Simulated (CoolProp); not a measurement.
Properties of hexamethyldisiloxane (MM) along the isotherm 620 K.

Values from CoolProp's reference Helmholtz-energy equation of state, Thol 2016.

```json
[
 {"p (MPa)": "0.0305", "phase": "gas", "density (kg/m³)": "0.9636", "speed of sound (m/s)": "179.7"},
 {"p (MPa)": "0.0543", "phase": "gas", "density (kg/m³)": "1.719", "speed of sound (m/s)": "179.3"},
 {"p (MPa)": "0.0966", "phase": "gas", "density (kg/m³)": "3.071", "speed of sound (m/s)": "178.7"},
 {"p (MPa)": "0.172", "phase": "gas", "density (kg/m³)": "5.510", "speed of sound (m/s)": "177.4"},
 {"p (MPa)": "0.305", "phase": "gas", "density (kg/m³)": "9.901", "speed of sound (m/s)": "175.2"},
 {"p (MPa)": "0.543", "phase": "gas", "density (kg/m³)": "18.06", "speed of sound (m/s)": "171.3"},
 {"p (MPa)": "0.966", "phase": "gas", "density (kg/m³)": "33.62", "speed of sound (m/s)": "164.4"},
 {"p (MPa)": "1.72", "phase": "gas", "density (kg/m³)": "65.17", "speed of sound (m/s)": "153.0"},
 {"p (MPa)": "3.05", "phase": "supercritical", "density (kg/m³)": "134.7", "speed of sound (m/s)": "137.5"},
 {"p (MPa)": "5.43", "phase": "supercritical", "density (kg/m³)": "286.9", "speed of sound (m/s)": "149.8"},
 {"p (MPa)": "9.66", "phase": "supercritical", "density (kg/m³)": "413.1", "speed of sound (m/s)": "263.8"}
]
```
